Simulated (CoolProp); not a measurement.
Vapour-liquid equilibrium of R22 (1) + c-C4F8 (RC318) (2) at 3.24 bar; x and y are mole fractions of (1).

Computed with CoolProp (multi-fluid Helmholtz-energy mixture model, Kamei 1995 and Platzer 1990; pair parameters Bell 2016). This equation is an older, rougher fit; its heat capacities, sound speeds and derivatives of the liquid may be far off and weren't checked against measurements.

```json
[
 {"x": "0.05", "bubble temperature, mixture model (°C)": "23.9", "bubble temperature, Raoult's law (°C)": "22.6", "y, mixture model": "0.113", "y, Raoult's law": "0.151"},
 {"x": "0.2", "bubble temperature, mixture model (°C)": "12.6", "bubble temperature, Raoult's law (°C)": "13.8", "y, mixture model": "0.494", "y, Raoult's law": "0.470"},
 {"x": "0.35", "bubble temperature, mixture model (°C)": "1.1", "bubble temperature, Raoult's law (°C)": "6.7", "y, mixture model": "0.737", "y, Raoult's law": "0.666"},
 {"x": "0.5", "bubble temperature, mixture model (°C)": "-5.8", "bubble temperature, Raoult's law (°C)": "1.0", "y, mixture model": "0.840", "y, Raoult's law": "0.793"},
 {"x": "0.65", "bubble temperature, mixture model (°C)": "-9.1", "bubble temperature, Raoult's law (°C)": "-3.8", "y, mixture model": "0.884", "y, Raoult's law": "0.880"},
 {"x": "0.8", "bubble temperature, mixture model (°C)": "-10.8", "bubble temperature, Raoult's law (°C)": "-7.9", "y, mixture model": "0.914", "y, Raoult's law": "0.942"},
 {"x": "0.95", "bubble temperature, mixture model (°C)": "-12.2", "bubble temperature, Raoult's law (°C)": "-11.5", "y, mixture model": "0.966", "y, Raoult's law": "0.988"}
]
```

The largest gap from Raoult's law is -6.8 K in bubble temperature, at x = 0.5. No azeotrope shows between x = 0.05 and 0.95.

Pair parameters are fitted to limited data, so mixtures are less certain than the pure fluids. The gap from Raoult's law changes sign with composition, which may be real or a fault of the pair parameters; it wasn't checked against measurements.
